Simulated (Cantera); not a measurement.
A perfectly stirred reactor is fed with H2 : O2 : N2 = 0.64 : 1 : 1.7 (molar parts), equivalence ratio 0.32, at 0.710 bar; it is held at 1375 K, and followed from long to short residence time.

Model: the H2/O2 subset of GRI-Mech 3.0, which has no nitrogen chemistry, integrated in Cantera. The temperature is held fixed by assumption; the heat of reaction is taken as removed at once.

Problem. Predict: x(H2) at τ = 0.730 s; x(O2) at τ = 0.730 s; x(H2O2) at τ = 0.730 s; x(OH) at τ = 0.730 s; x(HO2) at τ = 0.730 s; x(H2) at τ = 81.0 ms; x(O2) at τ = 81.0 ms; x(H2O2) at τ = 81.0 ms; x(OH) at τ = 81.0 ms; x(HO2) at τ = 81.0 ms.

Solution. 
| Quantity | Result |
|---|---|
| x(H2) at τ = 0.730 s | 5.82e-5 |
| x(O2) at τ = 0.730 s | 0.225 |
| x(H2O2) at τ = 0.730 s | 2.54e-7 |
| x(OH) at τ = 0.730 s | 0.000313 |
| x(HO2) at τ = 0.730 s | 2.64e-6 |
| x(H2) at τ = 81.0 ms | 0.000249 |
| x(O2) at τ = 81.0 ms | 0.225 |
| x(H2O2) at τ = 81.0 ms | 6.89e-7 |
| x(OH) at τ = 81.0 ms | 0.000649 |
| x(HO2) at τ = 81.0 ms | 1.02e-5 |
